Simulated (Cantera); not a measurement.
Cantera run:

```python
import numpy as np
import cantera as ct

gas_names = """
    AL ALH ALN ALO ALOH ALO2 ALO2H AL2 AL2O AL2O2 H HALO HNO HNO2 HNO3 HO2 H2 H2O H2O2 N NH NH2 NH3
    NH2OH NO NO2 NO3 N2 N2H2 N2H4 N2O O OH O2 O3
""".split()
cond_names = """
    AL(cr) AL(L) ALN(s) AL2O3(a) AL2O3(L) H2O(s) H2O(L)
""".split()


def load(file, names, dense=False):
    # The tables refer to 1 bar. Condensed volumes are neglected.
    table = {s.name: s for s in ct.Species.list_from_file(file)}
    out = []
    for n in names:
        d = dict(table[n].input_data)
        d["thermo"] = dict(d["thermo"], **{"reference-pressure": 1e5})
        if dense:
            d["equation-of-state"] = {"model": "constant-volume", "density": "1e6 g/cm^3"}
        out.append(ct.Species.from_dict(d))
    return out


gas = ct.Solution(thermo="ideal-gas", species=load("nasa_gas.yaml", gas_names))
cond = {s.name: ct.Solution(thermo="fixed-stoichiometry", species=[s], name=s.name)
        for s in load("nasa_condensed.yaml", cond_names, dense=True)}
atoms = {
    'AlN': {'AL': 1, 'N': 1},
    'H2O': {'H': 2, 'O': 1},
    'H2': {'H': 2},
}
top_T = {'ALN(s)': 2750}  # K; cautious upper limits of use, not melting points


def equilibrate(T, P, feed):
    n = {}
    for name, mol in feed.items():
        for a, k in atoms[name].items():
            n[a] = n.get(a, 0.0) + k * mol
    gas.TPX = T, P, n
    mass = sum(n.values()) * gas.mean_molecular_weight
    gas.equilibrate("TP")
    valid = [c for c in cond.values() if c.min_temp <= T <= top_T.get(c.name, c.max_temp)]
    mix = ct.Mixture([(gas, mass / gas.mean_molecular_weight)] + [(c, 0.0) for c in valid])
    mix.T, mix.P = T, P
    mix.equilibrate("TP", solver="vcs", rtol=1e-11, max_steps=5000)
    return mix


results = []
feed = {'AlN': 1, 'H2O': 0.55, 'H2': 0.37}  # mol
T = 1375  # K
P = 4000  # Pa
mix = equilibrate(T, P, feed)
results.append((T, P, feed, dict(zip(mix.species_names, mix.species_moles))))
print(gas.report(threshold=0.001))
for i in range(1, mix.n_phases):
    print(f"{mix.phase(i).name:16s} {mix.phase_moles(i):12.5e} mol")
```

Result:

```
       temperature   1375 K
          pressure   4000 Pa
           density   0.0022168 kg/m^3
  mean mol. weight   6.3359 kg/kmol
   phase of matter   gas

                          1 kg             1 kmol
                     ---------------   ---------------
          enthalpy         5.147e+06         3.261e+07  J
   internal energy        3.3426e+06        2.1178e+07  J
           entropy             34254        2.1703e+05  J/K
    Gibbs function       -4.1953e+07       -2.6581e+08  J
 heat capacity c_p            5091.7             32260  J/K
 heat capacity c_v            3779.4             23946  J/K

                      mass frac. Y      mole frac. X     chem. pot. / RT
                     ---------------   ---------------   ---------------
                H2           0.26531           0.83382           -21.754
                N2           0.73468           0.16616           -30.762
     [  +33 minor]        1.1151e-05        1.8754e-05

AL(L)             0.00000e+00 mol
ALN(s)            6.33335e-01 mol
AL2O3(a)          1.83333e-01 mol
```

These are equilibrium values from Cantera (NASA tables, ideal gas, pure condensed phases), not measurements of a reactor. Mutual solubility and eutectic melting of coexisting phases are not modelled.
